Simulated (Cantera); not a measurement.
## Premixed flame

A freely propagating, adiabatic, planar premixed flame of CH3OH : O2 : N2 : H2O = 1 : 1.25 : 4.62 : 1.7 (molar parts), unburnt at 473 K and 1.00 bar; mixture-averaged transport, grid criteria slope 0.08 and curve 0.16, no radiation.

Cantera simulation using GRI-Mech 3.0 (53 species, 325 reactions); the numbers are that mechanism's predictions, not measurements. GRI-Mech 3.0 was tuned for natural gas; its chemistry of methanol as a main component is partial and can be far from experiment. Burning velocities carry a grid error of a few per cent, more on coarse grids.

```json
[
 {"z (mm)": "-1.11", "T (K)": "473", "u (m/s)": "0.663", "x CH3OH": "0.116", "x O2": "0.145", "x H2O": "0.198", "x H": "<1e-8", "x C2H": "<1e-8", "x C2H2": "<1e-8"},
 {"z (mm)": "-0.737", "T (K)": "476", "u (m/s)": "0.669", "x CH3OH": "0.116", "x O2": "0.145", "x H2O": "0.197", "x H": "<1e-8", "x C2H": "<1e-8", "x C2H2": "<1e-8"},
 {"z (mm)": "-0.553", "T (K)": "485", "u (m/s)": "0.686", "x CH3OH": "0.115", "x O2": "0.143", "x H2O": "0.198", "x H": "<1e-8", "x C2H": "<1e-8", "x C2H2": "<1e-8"},
 {"z (mm)": "-0.368", "T (K)": "548", "u (m/s)": "0.784", "x CH3OH": "0.111", "x O2": "0.137", "x H2O": "0.205", "x H": "<1e-8", "x C2H": "<1e-8", "x C2H2": "1.73e-8"},
 {"z (mm)": "-0.184", "T (K)": "856", "u (m/s)": "1.26", "x CH3OH": "0.0841", "x O2": "0.111", "x H2O": "0.241", "x H": "3.67e-7", "x C2H": "<1e-8", "x C2H2": "1.47e-7"},
 {"z (mm)": "-0.0921", "T (K)": "1172", "u (m/s)": "1.78", "x CH3OH": "0.0478", "x O2": "0.0807", "x H2O": "0.279", "x H": "4.27e-5", "x C2H": "<1e-8", "x C2H2": "3.46e-7"},
 {"z (mm)": "0", "T (K)": "1510", "u (m/s)": "2.36", "x CH3OH": "0.00668", "x O2": "0.0463", "x H2O": "0.323", "x H": "0.00152", "x C2H": "<1e-8", "x C2H2": "6.97e-7"},
 {"z (mm)": "0.0921", "T (K)": "1640", "u (m/s)": "2.57", "x CH3OH": "5.67e-5", "x O2": "0.0255", "x H2O": "0.344", "x H": "0.00582", "x C2H": "<1e-8", "x C2H2": "4.86e-7"},
 {"z (mm)": "0.184", "T (K)": "1699", "u (m/s)": "2.65", "x CH3OH": "1.91e-7", "x O2": "0.0146", "x H2O": "0.351", "x H": "0.00803", "x C2H": "<1e-8", "x C2H2": "8.87e-8"},
 {"z (mm)": "0.368", "T (K)": "1768", "u (m/s)": "2.73", "x CH3OH": "<1e-8", "x O2": "0.00737", "x H2O": "0.354", "x H": "0.00808", "x C2H": "<1e-8", "x C2H2": "<1e-8"},
 {"z (mm)": "0.737", "T (K)": "1837", "u (m/s)": "2.82", "x CH3OH": "<1e-8", "x O2": "0.00402", "x H2O": "0.356", "x H": "0.00611", "x C2H": "<1e-8", "x C2H2": "<1e-8"},
 {"z (mm)": "1.47", "T (K)": "1894", "u (m/s)": "2.90", "x CH3OH": "<1e-8", "x O2": "0.00204", "x H2O": "0.361", "x H": "0.00387", "x C2H": "<1e-8", "x C2H2": "<1e-8"},
 {"z (mm)": "2.95", "T (K)": "1932", "u (m/s)": "2.95", "x CH3OH": "<1e-8", "x O2": "0.000856", "x H2O": "0.365", "x H": "0.00224", "x C2H": "<1e-8", "x C2H2": "<1e-8"}
]
```
x: mole fraction of selected species; z is measured from the peak of heat release.

The laminar burning velocity comes out as 66.1 cm/s. The thermal thickness is 0.368 mm, the peak x(H) comes out as 0.00840 and the peak x(C2H) is <1e-8. The peak x(C2H2) is 7.55e-7 and the grid points is 126.
